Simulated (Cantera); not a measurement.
Input: 1 mol PbO, 0.61 mol CO, 4.4 mol H2, at 7.50 Torr.

These are equilibrium values from Cantera (NASA tables, ideal gas, pure condensed phases), not measurements of a reactor. Candidate condensed phases: C, C6H6, C7H8, C8H18, H2O, Pb, PbO, PbO2, Pb3O4; 113 gas species. Kinetics and transport are ignored. All values below are at 2350 K.

Base state: H2 0.503, Pb 0.158, H2O 0.148, CO 0.0920, H 0.0885, CO2 0.00470, OH 0.00449, PbO 0.000629 (mole fractions); condensed: gas only.

Task: What changes in the equilibrium state with this change: PbO replaced by Fe2O3?

Result: 
```json
[
 {"species": "H2O", "before": "0.148", "after": "0.350"},
 {"species": "Fe", "before": "0", "after": "0.256"},
 {"species": "H2", "before": "0.503", "after": "0.214"},
 {"species": "Pb", "before": "0.158", "after": "0"},
 {"species": "FeO", "before": "0", "after": "0.0170"},
 {"species": "CO2", "before": "0.00470", "after": "0.0185"},
 {"species": "OH", "before": "0.00449", "after": "0.0163"},
 {"species": "H", "before": "0.0885", "after": "0.0577"},
 {"species": "CO", "before": "0.0920", "after": "0.0649"},
 {"species": "PbO", "before": "0.000629", "after": "0"},
 {"species": "Fe(OH)2", "before": "0", "after": "0.000445"}
]
```
Further candidate phases: Fe, Fe(CO)5, FeO, Fe(OH)2, Fe(OH)3, Fe2O3, Fe3O4.

Task: What changes in the equilibrium state with this change: H2 from 4.4 to 2.6 mol?

Result: 
```csv
species,before,after
H2,0.503,0.347
Pb,0.158,0.226
H2O,0.148,0.204
CO2,0.00470,0.0128
CO,0.0920,0.126
H,0.0885,0.0735
O2,6.53e-5,0.000260
PbO,0.000629,0.00179
```
